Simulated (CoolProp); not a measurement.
Vapour-liquid equilibrium of propane (1) + isobutane (2) at 47.4 kPa; x and y are mole fractions of (1).

Model: multi-fluid Helmholtz-energy mixture model, Lemmon 2009 and Bücker 2006; pair parameters Kunz 2012, in CoolProp.

```json
[
 {"x": "0.05", "bubble temperature, mixture model (°C)": "-32.3", "bubble temperature, Raoult's law (°C)": "-32.3", "y, mixture model": "0.159", "y, Raoult's law": "0.161"},
 {"x": "0.15", "bubble temperature, mixture model (°C)": "-36.9", "bubble temperature, Raoult's law (°C)": "-37.0", "y, mixture model": "0.392", "y, Raoult's law": "0.400"},
 {"x": "0.25", "bubble temperature, mixture model (°C)": "-40.7", "bubble temperature, Raoult's law (°C)": "-40.8", "y, mixture model": "0.554", "y, Raoult's law": "0.565"},
 {"x": "0.35", "bubble temperature, mixture model (°C)": "-43.9", "bubble temperature, Raoult's law (°C)": "-44.2", "y, mixture model": "0.671", "y, Raoult's law": "0.683"},
 {"x": "0.45", "bubble temperature, mixture model (°C)": "-46.7", "bubble temperature, Raoult's law (°C)": "-47.0", "y, mixture model": "0.760", "y, Raoult's law": "0.770"},
 {"x": "0.55", "bubble temperature, mixture model (°C)": "-49.3", "bubble temperature, Raoult's law (°C)": "-49.6", "y, mixture model": "0.829", "y, Raoult's law": "0.836"},
 {"x": "0.65", "bubble temperature, mixture model (°C)": "-51.5", "bubble temperature, Raoult's law (°C)": "-51.8", "y, mixture model": "0.883", "y, Raoult's law": "0.888"},
 {"x": "0.75", "bubble temperature, mixture model (°C)": "-53.6", "bubble temperature, Raoult's law (°C)": "-53.8", "y, mixture model": "0.926", "y, Raoult's law": "0.929"},
 {"x": "0.85", "bubble temperature, mixture model (°C)": "-55.5", "bubble temperature, Raoult's law (°C)": "-55.6", "y, mixture model": "0.961", "y, Raoult's law": "0.962"},
 {"x": "0.95", "bubble temperature, mixture model (°C)": "-57.2", "bubble temperature, Raoult's law (°C)": "-57.2", "y, mixture model": "0.988", "y, Raoult's law": "0.988"}
]
```

The largest gap from Raoult's law is +0.3 K in bubble temperature, at x = 0.45. No azeotrope shows between x = 0.05 and 0.95.

The pair parameters rest on a limited set of measurements; away from them the model extrapolates.
